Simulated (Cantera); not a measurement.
Feed: 1 mol c-C4F8, 0.54 mol HCl, 9.4 mol H2, 1.1 mol F2, equilibrated at 0.0100 bar.

These are equilibrium values from Cantera (NASA tables, ideal gas, pure condensed phases), not measurements of a reactor. Candidate condensed phases: C, C6H6, C7H8, C8H18; 118 gas species. The feed counts by its element totals alone. Kinetics and transport are ignored.

x: gas mole fraction; n: condensed amount in mol.

| T (K) | x HF | x H2 | x H | x HCl | x Cl | x F | x C2H2 (acetylene) | n C(graphite) |
|---|---|---|---|---|---|---|---|---|
| 1398 | 0.678 | 0.286 | 2.53e-5 | 0.0359 | 2.62e-6 | 7.49e-10 | 7.01e-7 | 4.00 |
| 1598 | 0.678 | 0.286 | 0.000285 | 0.0359 | 2.83e-5 | 3.60e-8 | 7.70e-6 | 4.00 |
| 1798 | 0.677 | 0.285 | 0.00188 | 0.0357 | 0.000180 | 7.38e-7 | 4.91e-5 | 4.00 |
| 1998 | 0.675 | 0.281 | 0.00850 | 0.0349 | 0.000789 | 8.34e-6 | 0.000213 | 3.99 |
| 2198 | 0.667 | 0.268 | [?] | 0.0328 | [?] | [?] | [?] | 3.98 |
| 2398 | 0.650 | 0.237 | 0.0768 | 0.0280 | 0.00645 | 0.000333 | 0.00164 | 3.95 |
| 2598 | 0.616 | [?] | [?] | [?] | [?] | [?] | [?] | 3.88 |
| 2798 | 0.568 | 0.113 | 0.273 | 0.0114 | 0.0190 | 0.00573 | 0.00376 | 3.62 |

Question: Some entries are withheld; supply them.

Answer: 
- 2198, x H: 0.0288
- 2198, x Cl: 0.00257
- 2198, x F: 6.14e-5
- 2198, x C2H2 (acetylene): 0.000678
- 2598, x H2: 0.183
- 2598, x H: 0.163
- 2598, x HCl: 0.0201
- 2598, x Cl: 0.0126
- 2598, x F: 0.00147
- 2598, x C2H2 (acetylene): 0.00294
